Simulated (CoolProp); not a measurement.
R134a at 326.6 K and 1.01 MPa is compressed adiabatically to 3.16 MPa with isentropic efficiency 0.6. Each further row changes one setting.

Computed with CoolProp (reference Helmholtz-energy equation of state, Tillner-Roth 1994).

| case | work (kJ/kg) | final temperature (K) | final density (kg/m³) |
|---|---|---|---|
| as stated | … | … | 139 |
| efficiency 1 | … | 379.1 | … |
| efficiency 0.65 | 37.9 | 388.3 | … |

**Question.** Fill in the missing entries.

**Answer.** 
- as stated, work (kJ/kg): 41.1
- as stated, final temperature (K): 390.5
- efficiency 1, work (kJ/kg): 24.6
- efficiency 1, final density (kg/m³): 154
- efficiency 0.65, final density (kg/m³): 142
